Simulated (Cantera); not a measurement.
An adiabatic, constant-pressure homogeneous reactor starts with CH4 : O2 : N2 = 1 : 1.11 : 5.44 (molar parts), at 1373 K and 1950 Torr.

Cantera simulation using GRI-Mech 3.0 (53 species, 325 reactions); the numbers are that mechanism's predictions, not measurements.

### Question
Predict: time of steepest temperature rise; temperature at 6.00 s; equilibrium temperature; x(O2) at 6.00 s; x(N2O) at 6.00 s.

### Answer
```json
{
  "time_of_steepest_temperature_rise": "3.92 ms",
  "temperature at 6.00 s": "2393 K",
  "equilibrium_temperature": "2393 K",
  "x(O2) at 6.00 s": "5.94e-6 (gas-phase equilibrium 5.94e-6)",
  "x(N2O) at 6.00 s": "7.36e-9 (gas-phase equilibrium 7.36e-9)"
}
```
